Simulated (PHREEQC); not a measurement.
Synthetic water in mg/kgw, 25 °C, pH 2.2, pe 10.6:

| constituent | mg/kgw |
|---|---|
| Na | 2690 |
| K | 147 |
| Ca | 175 |
| Mg | 1580 |
| Cl | 1070 |
| S(6) as SO4 | 13500 |
| Mn(2) | 13.8 |
| Li | 0.429 |

Valence states are taken as typed.

Model: ion-association model, wateq4f.dat, run in PHREEQC.

This is a speciation only: nothing precipitates in the calculation.

**Question.** What ionic strength, charge-balance error does the model give?

**Answer.** ionic strength 0.298 mol/kgw; charge-balance error -6.9 %.

**Question.** In which forms is Li present?

**Answer.** Li+ 92 %, LiSO4- 7.8 % of the Li.
